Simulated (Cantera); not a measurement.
A closed system holds: 1 mol CuO, 1.8 mol H₂, 14 mol N₂, equilibrated at 1825 °C and 1.00 bar.

These are equilibrium values from Cantera (NASA tables, ideal gas, pure condensed phases), not measurements of a reactor. Candidate condensed phases: Cu, CuO, Cu(OH)₂, Cu₂O, H₂O; 27 gas species. Equilibrium is a limit: real reactors are often held back by kinetics, nucleation or transport.

Base state: N₂ 0.877, H₂O 0.0625, H₂ 0.0498, Cu 0.0103, H 0.000687, OH 0.000102, Cu₂ 5.82e-5, NO 1.67e-5 (mole fractions); condensed: Cu(l).

### Question
What changes in the equilibrium state with this change: H₂ from 1.8 to 14 mol?

### Answer
```
species       before    after
----------  --------  -------
N₂             0.877    0.494
H₂            0.0498    0.458
H₂O           0.0625   0.0353
Cu            0.0103   0.0103
NO           1.67e-5  7.72e-7
OH          0.000102  1.91e-5
H           0.000687  0.00208
Cu₂          5.82e-5  5.82e-5
Cu(l), mol     0.834    0.706
```

### Question
What changes in the equilibrium state with this change: temperature from 1825 °C to 475 °C?

### Answer
```json
[
 {"species": "N₂", "before": "0.877", "after": "0.886"},
 {"species": "H₂O", "before": "0.0625", "after": "0.0633"},
 {"species": "H₂", "before": "0.0498", "after": "0.0506"},
 {"species": "Cu", "before": "0.0103", "after": "<1e-9"},
 {"species": "H", "before": "0.000687", "after": "<1e-9"},
 {"species": "OH", "before": "0.000102", "after": "<1e-9"},
 {"species": "Cu(l), mol", "before": "0.834", "after": "0"},
 {"species": "Cu(s), mol", "before": "0", "after": "1.00"}
]
```

### Question
What changes in the equilibrium state with this change: CuO replaced by V₂O₅?

### Answer
| species | before | after |
|---|---|---|
| N₂ | 0.877 | 0.884 |
| H₂O | 0.0625 | 0.108 |
| H₂ | 0.0498 | 0.00494 |
| Cu | 0.0103 | 0 |
| VO₂ | 0 | 0.00131 |
| Cu₂ | 5.82e-5 | 0 |
| O₂ | 5.39e-7 | 0.000165 |
| NO | 1.67e-5 | 0.000294 |
| Cu(l), mol | 0.834 | 0 |
| V₂O₃(s), mol | 0 | 0.735 |
| V₂O₄(l), mol | 0 | 0.255 |
Mutual solubility and eutectic melting of coexisting phases are not modelled. Condensed phases not in the tables: the oxides between V₂O₃ and V₂O₅ other than VO₂. Further candidate phases: V, VN, VO, V₂O₃, V₂O₄, V₂O₅.
